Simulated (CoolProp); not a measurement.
Vapour-liquid equilibrium of isobutane (1) + acetone (2) at 710 kPa; x and y are mole fractions of (1).

Computed with CoolProp (multi-fluid Helmholtz-energy mixture model, Bücker 2006 and Lemmon 2006; pair parameters Bell 2016).

```csv
x,"bubble temperature, mixture model (°C)","bubble temperature, Raoult's law (°C)","y, mixture model","y, Raoult's law"
0.05,110.4,119.6,0.316,0.198
0.2,78.1,101.0,0.725,0.570
0.35,65.8,86.8,0.823,0.760
0.5,60.8,75.7,0.859,0.866
0.65,57.9,66.8,0.883,0.929
0.8,55.2,59.5,0.914,0.968
0.95,52.4,53.3,0.970,0.994
```

The largest gap from Raoult's law is -22.9 K in bubble temperature, at x = 0.2. No azeotrope shows between x = 0.05 and 0.95.

The pair parameters rest on a limited set of measurements; away from them the model extrapolates. With so large a gap from Raoult's law the liquid may split in two, which this calculation doesn't test in full.
